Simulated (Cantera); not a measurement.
A closed system holds: 1 mol Ti, 15 mol O2, 3.3 mol H2, at 9.70 mbar.

Method: chemical equilibrium by Gibbs-energy minimisation in Cantera with the NASA 1993 tables (ideal gas, pure condensed phases). Candidate condensed phases: H2O, Ti, TiO, TiO2, Ti2O3, Ti3O5, Ti4O7; 12 gas species. Equilibrium is a limit: real reactors are often held back by kinetics, nucleation or transport.

x: gas mole fraction; n: condensed amount in mol.

```
T (K)   x O2  x H2O      x OH       x O  n TiO2(rutile)
-----  -----  -----  --------  --------  --------------
1473   0.789  0.211  0.000396   2.52e-5            1.00
1548   0.789  0.210       [?]       [?]            1.00
1623   0.788  0.210   0.00135  0.000171            1.00
1698   0.788  0.209   0.00230  0.000394           1.000
1773   0.787  0.209       [?]       [?]           1.000
1848   0.785  0.207   0.00583   0.00170           1.000
1923   0.782  0.205   0.00877   0.00325           1.000
```

Fill in the missing entries.


- 1773, x OH: 0.00374
- 1773, x O: 0.000846
- 1548, x OH: 0.000755
- 1548, x O: 6.88e-5
